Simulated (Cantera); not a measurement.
An adiabatic, constant-volume homogeneous reactor starts with CH4 : C2H6 : C3H8 : O2 : N2 = 1 : 0.24 : 0.052 : 1.82 : 6.86 (molar parts), equivalence ratio 1.7, at 1650 K and 15000 Torr.

Model: GRI-Mech 3.0 (53 species, 325 reactions), integrated in Cantera. The pressure lies above the range GRI-Mech 3.0 was tuned for (to about 10 atm). Above 3000 K some thermodynamic fits are extrapolated.

Q: Predict: time of steepest temperature rise; temperature at 2.00 s; equilibrium temperature; x(CH2O) at 2.00 s; x(O) at 2.00 s.

A: time of steepest temperature rise: 5.75 µs
temperature at 2.00 s: 3155 K
equilibrium temperature: 3155 K
x(CH2O) at 2.00 s: 2.20e-7 (gas-phase equilibrium 2.20e-7)
x(O) at 2.00 s: 0.000443 (gas-phase equilibrium 0.000443)
